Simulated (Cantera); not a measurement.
# Gas-phase reforming

An isothermal, constant-pressure homogeneous reactor starts with CH₄ : H₂O = 1 : 1.2 (molar parts), at 1373 K and 675 Torr.

Model: GRI-Mech 3.0 (53 species, 325 reactions), integrated in Cantera.

| t (s) | x CH₄ | x H₂O | x C₂H₂ | x O | x H₂O₂ | x OH |
|---|---|---|---|---|---|---|
| 1.00e-5 | 0.455 | 0.545 | <1e-12 | <1e-12 | <1e-12 | 5.38e-10 |
| 4.78e-5 | 0.455 | 0.545 | <1e-12 | <1e-12 | <1e-12 | 2.29e-9 |
| 0.000229 | 0.455 | 0.545 | 1.89e-12 | <1e-12 | <1e-12 | 1.01e-8 |
| 0.00109 | 0.454 | 0.545 | 8.67e-10 | <1e-12 | <1e-12 | 2.49e-8 |
| 0.00524 | 0.454 | 0.545 | 7.29e-8 | <1e-12 | <1e-12 | 3.02e-8 |
| 0.0250 | 0.453 | 0.545 | 5.99e-6 | <1e-12 | <1e-12 | 4.37e-8 |
| 0.120 | 0.447 | 0.544 | 0.000522 | <1e-12 | <1e-12 | 5.72e-8 |
| 0.573 | 0.415 | 0.532 | 0.00964 | <1e-12 | <1e-12 | 5.18e-8 |
| 2.74 | 0.317 | 0.494 | 0.0398 | <1e-12 | <1e-12 | 4.28e-8 |
| 13.1 | 0.177 | 0.424 | 0.0678 | <1e-12 | <1e-12 | 4.48e-8 |
| 62.7 | 0.166 | 0.330 | 0.0411 | <1e-12 | <1e-12 | 3.35e-8 |
| 300 | 0.139 | 0.220 | 0.0141 | <1e-12 | <1e-12 | 1.98e-8 |
x: mole fraction; the columns are a selection and need not sum to one.

Equilibrium at this temperature and pressure: CH₄ 3.92e-5, H₂O 0.0412, C₂H₂ 3.53e-10, O <1e-12, H₂O₂ <1e-12, OH 3.06e-9 (gas phase only).
